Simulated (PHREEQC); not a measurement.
Consider water at 25 °C with 0.0017 mol/kgw NaHS, 0.00018 mol/kgw HCl and 0.0027 mol/kgw FeCl2. Closed to the air; pH follows from the charge balance.

The numbers come from PHREEQC with the ion-association model, wateq4f.dat.

Precipitation was switched off in this run.

**Question.** Estimate the pH.

**Answer.** pH 6.08.

**Question.** In which forms is Fe present?

**Answer.** Fe+2 72 %, Fe(HS)2 28 % of the Fe.

Saturation is exceeded, for instance for Mackinawite, FeS(ppt); the values hold only as long as no solid forms. The polysulfide entries of wateq4f.dat were taken out for this run.
